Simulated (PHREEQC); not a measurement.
# Silver or lead bath: an equilibrium model

Consider water at 20 °C with 64 mmol/kgw AgNO3, 160 mmol/kgw HF and 0.83 mmol/kgw Cu(NO3)2. It is in equilibrium with CO2 at log p = -2 (atm). Otherwise closed; pH follows from the charge balance.

All values are PHREEQC results (ion-association model, wateq4f.dat), not measurements.

This is a speciation only: nothing precipitates in the calculation.

Q: What pH, ionic strength does the model give?

A: pH 1.99; ionic strength 0.0766 mol/kgw.

Q: In which forms is Cu present?

A: Cu+2 94 %, CuF+ 5.9 % of the Cu.

wateq4f.dat counts part of the HF as a dimer, H2F2, which phreeqc.dat doesn't know; its constant is uncertain.
